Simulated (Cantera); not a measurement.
A closed system holds: 1 mol Ca(OH)2, 0.043 mol C, 0.56 mol CO2, at 1975 K and 0.0100 bar.

Cantera equilibrium calculation (NASA polynomials, part measured and part estimated; ideal gas, pure solids and liquids). Candidate condensed phases: C, C6H6, C7H8, C8H18, Ca, CaCO3, CaO, Ca(OH)2, H2O; 115 gas species. The numbers say what is thermodynamically allowed, not how fast it happens.

Base state: H2O 0.595, CO2 0.325, CO 0.0471, H2 0.0192, OH 0.00560, O2 0.00546, H 0.00190, O 0.000407 (mole fractions); condensed: CaO(s).

Question: What changes in the equilibrium state with this change: temperature from 1975 K to 1398.15 K?

Answer: 
| species | before | after |
|---|---|---|
| H2O | 0.595 | 0.600 |
| CO2 | 0.325 | 0.346 |
| CO | 0.0471 | 0.0298 |
| OH | 0.00560 | 3.63e-6 |
| H2 | 0.0192 | 0.0239 |
| Ca(OH)2 | 4.98e-5 | 7.02e-8 |
| O2 | 0.00546 | 1.22e-8 |
| O | 0.000407 | 1.02e-9 |
| H | 0.00190 | 7.32e-6 |
| CaO(s), mol | 1.000 | 1.00 |
